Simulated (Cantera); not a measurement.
What does this Cantera script print?

```python
import numpy as np
import cantera as ct

gas = ct.Solution("gri30.yaml")
gas.TPX = 300, 101325, {'CH4': 1, 'O2': 2.35, 'N2': 8.85}
flame = ct.FreeFlame(gas, width=0.04)
flame.set_refine_criteria(ratio=3, slope=0.08, curve=0.16)
flame.transport_model = "mixture-averaged"
flame.solve(loglevel=0, auto=True)
z, T = flame.grid, flame.T
thick = (T[-1] - T[0]) / np.gradient(T, z).max()
show = ['CH4', 'O2', 'C2H4', 'N2O', 'OH', 'C2H6']
print(f"laminar burning velocity  {flame.velocity[0] * 100:.3f} cm/s")
print(f"burnt temperature         {T[-1]:.1f} K")
print(f"thermal thickness         {thick * 1e3:.4f} mm")
print(f"grid points               {len(z)}")
z0 = z[flame.heat_release_rate.argmax()]
print(f"{'z/mm':>9s}{'T/K':>9s}{'u/(m/s)':>9s}" + "".join(f"{s:>11s}" for s in show))
rows = []
for k in (-3, -2, -1.5, -1, -0.5, -0.25, 0, 0.25, 0.5, 1, 2, 4, 8):
    zz = z0 + k * thick
    rows.append([k * thick, np.interp(zz, z, T), np.interp(zz, z, flame.velocity),
                 *(np.interp(zz, z, flame.X[gas.species_index(s)]) for s in show)])
    print(f"{rows[-1][0] * 1e3:9.3f}{rows[-1][1]:9.1f}{rows[-1][2]:9.3f}" + "".join(f"{x:11.3e}" for x in rows[-1][3:]))
```

Result:

```
laminar burning velocity  31.089 cm/s
burnt temperature         2073.8 K
thermal thickness         0.4918 mm
grid points               145
     z/mm      T/K  u/(m/s)        CH4         O2       C2H4        N2O         OH       C2H6
   -1.475    300.1    0.311  8.193e-02  1.926e-01  1.813e-09  1.978e-13  7.613e-13  2.869e-09
   -0.984    301.3    0.313  8.179e-02  1.924e-01  4.982e-08  5.651e-12  1.305e-10  8.985e-08
   -0.738    307.5    0.319  8.133e-02  1.918e-01  4.443e-07  5.222e-11  2.927e-09  8.948e-07
   -0.492    370.3    0.386  7.761e-02  1.875e-01  8.463e-06  1.064e-09  1.136e-07  2.084e-05
   -0.246    798.8    0.842  5.401e-02  1.537e-01  1.222e-04  1.741e-08  1.533e-05  3.733e-04
   -0.123   1213.3    1.287  2.963e-02  1.148e-01  2.537e-04  4.515e-08  1.635e-04  5.920e-04
    0.000   1598.1    1.701  6.515e-03  7.092e-02  1.505e-04  9.415e-08  1.722e-03  7.059e-05
    0.123   1751.0    1.858  3.354e-04  4.789e-02  4.644e-06  1.564e-07  4.912e-03  1.540e-07
    0.246   1806.1    1.907  8.944e-06  4.091e-02  3.814e-08  1.939e-07  6.157e-03  9.008e-11
    0.492   1873.8    1.969  1.125e-08  3.658e-02  8.649e-12  2.180e-07  6.422e-03  5.042e-16
    0.984   1946.9    2.037  1.026e-13  3.359e-02  6.932e-18  2.449e-07  5.829e-03  1.953e-23
    1.967   2008.6    2.094  1.168e-18  3.135e-02  6.086e-25  2.752e-07  4.664e-03  5.202e-30
    3.934   2048.3    2.130  1.346e-19  2.993e-02  1.077e-29  2.641e-07  3.437e-03  5.162e-31
```

Detailed kinetics in Cantera: GRI-Mech 3.0 (53 species, 325 reactions). Burning velocities carry a grid error of a few per cent, more on coarse grids.
